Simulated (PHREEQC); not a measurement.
Acid mine or pickling water (model solution)

Synthetic water in mg/L, 39 °C, pH 3.13, pe 11.7:

| constituent | mg/L |
|---|---|
| Na | 44.8 |
| K | 0.000532 |
| Ca | 40.1 |
| Mg | 24.6 |
| Cl | 75.4 |
| S(6) as SO4 | 269 |
| Fe(3) | 0.126 |
| Mn(2) | 0.0577 |
| Cu(2) | 0.292 |
| Pb | 0.225 |
| Zn | 12 |

Valence states are taken as typed.

Model: ion-association model, phreeqc.dat, run in PHREEQC.

This is a speciation only: nothing precipitates in the calculation.

Predict the ionic strength, charge-balance error, specific conductance.

ionic strength 0.0104 mol/kgw; charge-balance error -3.0 %; specific conductance 1320 µS/cm.

In which forms is Fe present?

FeOH+2 41 %, FeSO4+ 33 %, Fe(OH)2+ 22 %, Fe+3 3.3 %, Fe(SO4)2- 1.1 % of the Fe.

Saturation is exceeded, for instance for Hematite (slow to form), Goethite (slow to form); the values hold only as long as no solid forms. Away from 25 °C the constants follow the database's enthalpies or fits; those with neither stay at their 25 °C values.
